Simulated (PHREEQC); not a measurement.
Solution (20 °C): 4.7 mmol/kgw MgSO4 and 0.49 mmol/kgw KBr. Closed to the air; pH follows from the charge balance.

All values are PHREEQC results (ion-association model, phreeqc.dat), not measurements.

Problem. The ionic strength comes out as 0.0150 mol/kgw. What activity coefficients do Br-, K+, KSO4-, SO4-2, Mg+2 get?

Solution. Br- 0.88, K+ 0.88, KSO4- 0.89, SO4-2 0.62, Mg+2 0.63.

Precipitation was switched off in this run.
